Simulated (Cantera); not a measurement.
**Silicon carbide growth: CH3SiH3 + H2 + C2H4**

Feed: 1 mol CH3SiH3, 440 mol H2, 0.011 mol C2H4, held at 133 Pa.

Equilibrium computed with Cantera from the NASA thermochemical tables; the gas is ideal and each condensed phase is pure. Candidate condensed phases: C, C6H6, C7H8, C8H18, Si, SiC; 87 gas species. The feed counts by its element totals alone. Kinetics and transport are ignored.

| T (K) | x H2 | x H | x CH4 | x C2H2 (acetylene) | x Si | x SiH | x SiH2 | x Si2C | n SiC(s) | n C(graphite) |
|---|---|---|---|---|---|---|---|---|---|---|
| 1073 | 1.000 | 3.84e-7 | 4.97e-5 | 4.72e-9 | <1e-12 | <1e-12 | <1e-12 | <1e-12 | 1.00 | 0 |
| 1123 | 1.000 | 1.17e-6 | 3.91e-5 | 2.20e-8 | <1e-12 | <1e-12 | 2.31e-12 | <1e-12 | 1.00 | 0.00465 |
| 1173 | 1.000 | 3.23e-6 | 2.59e-5 | 6.12e-8 | <1e-12 | <1e-12 | 9.70e-12 | <1e-12 | 1.00 | 0.0105 |
| 1223 | 1.000 | 8.23e-6 | 1.78e-5 | 1.57e-7 | 4.67e-12 | 2.21e-12 | 3.62e-11 | <1e-12 | 1.00 | 0.0140 |
| 1273 | 1.000 | 1.95e-5 | 1.25e-5 | 3.72e-7 | 3.47e-11 | 1.22e-11 | 1.22e-10 | <1e-12 | 1.00 | 0.0161 |
| 1323 | 1.000 | 4.34e-5 | 9.06e-6 | 8.25e-7 | 2.21e-10 | 5.93e-11 | 3.75e-10 | <1e-12 | 1.00 | 0.0172 |
| 1373 | 1.000 | 9.12e-5 | 6.71e-6 | 1.73e-6 | 1.23e-9 | 2.56e-10 | 1.06e-9 | <1e-12 | 1.000 | 0.0175 |
| 1423 | 1.000 | 0.000182 | 5.08e-6 | 3.43e-6 | 6.08e-9 | 9.96e-10 | 2.79e-9 | 4.88e-12 | 1.000 | 0.0167 |
| 1473 | 1.000 | 0.000346 | 3.91e-6 | 6.50e-6 | 2.69e-8 | 3.53e-9 | 6.88e-9 | 3.30e-11 | 1.000 | 0.0145 |
| 1523 | 0.999 | 0.000633 | 3.07e-6 | 1.18e-5 | 1.08e-7 | 1.15e-8 | 1.60e-8 | 1.96e-10 | 1.000 | 0.0102 |
| 1573 | 0.999 | 0.00111 | 2.44e-6 | 2.06e-5 | 3.94e-7 | 3.47e-8 | 3.51e-8 | 1.04e-9 | 1.000 | 0.00281 |
| 1623 | 0.998 | 0.00189 | 1.66e-6 | 2.48e-5 | 1.58e-6 | 1.16e-7 | 8.68e-8 | 5.85e-9 | 0.999 | 0 |
| 1673 | 0.997 | 0.00311 | 1.12e-6 | 2.75e-5 | 6.02e-6 | 3.71e-7 | 2.11e-7 | 3.08e-8 | 0.997 | 0 |
| 1723 | 0.995 | 0.00498 | 8.27e-7 | 3.50e-5 | 1.97e-5 | 1.03e-6 | 4.52e-7 | 1.36e-7 | 0.990 | 0 |
x: gas mole fraction; n: condensed amount in mol.

At 1073 K the condensed part is SiC(s). From 1123 K to 1573 K the condensed part is C(graphite) + SiC(s). From 1623 K to 1723 K the condensed part is SiC(s).
